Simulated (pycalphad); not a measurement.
**Effect of C content in Ti-C**

CALPHAD calculation (pycalphad, COST 507 light-alloy database (1999)), 1 atm. The database dates from 1999; later assessments differ in places, in temperatures and in the compounds included. Phase fractions are per mole of atoms. Diffusion is slow at the low end, where real alloys seldom reach equilibrium.

```
alloy            liquidus (°C)  first solid  solidus (°C)          phases at 527 °C
---------------  -------------  -----------  ------------  ------------------------
Ti-0.08C (at.%)            ___          bcc           ___                  hcp 1.00
Ti-0.15C (at.%)           1667          bcc          1667                  hcp 1.00
Ti-0.23C (at.%)           1667          bcc          1667                  hcp 1.00
Ti-0.3C (at.%)            1667          bcc          1667  hcp 1.00, fcc under 0.01
```

Question: Fill in the missing entries.

Answer: 
- Ti-0.08C (at.%), liquidus (°C): 1668
- Ti-0.08C (at.%), solidus (°C): 1668

The fcc model also describes the rock-salt carbide or nitride (TiC, TiN, HfC).
